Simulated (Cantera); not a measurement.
Gas mixture: O₂ = 0.98 (molar parts), at 20.0 Torr, frozen composition.

Cantera's kinetic-theory transport with the Lennard-Jones parameters of GRI-Mech 3.0, ideal gas; thermal conductivity in the multicomponent form.

D: mixture-averaged diffusion coefficient of that species in the mixture.

| T (K) | ρ (kg/m³) | cp (J/kg/K) | μ (µPa s) | λ (mW/m/K) | Pr | D (cm²/s) NH₃ | D (cm²/s) CO₂ | D (cm²/s) O |
|---|---|---|---|---|---|---|---|---|
| 400 | 0.0257 | 941.4 | 25.6 | ? | 0.712 | 14.6 | 10.0 | 20.7 |
| 650 | 0.0158 | 1017 | 36.0 | ? | 0.710 | 35.6 | 23.6 | 47.1 |
| 900 | 0.0114 | 1074 | 44.7 | ? | 0.709 | 63.2 | 41.2 | 81.3 |
| 1150 | 0.00892 | 1109 | 52.5 | ? | 0.709 | 96.5 | 62.3 | 122 |
| 1400 | 0.00733 | 1134 | 59.7 | ? | 0.708 | 135 | 86.7 | 169 |
| 1650 | 0.00622 | 1155 | 66.4 | ? | 0.708 | 178 | 114 | 222 |

### Question
Some entries are withheld; supply them.

### Answer

- 400, λ (mW/m/K): 33.9
- 650, λ (mW/m/K): 51.6
- 900, λ (mW/m/K): 67.7
- 1150, λ (mW/m/K): 82.1
- 1400, λ (mW/m/K): 95.6
- 1650, λ (mW/m/K): 108
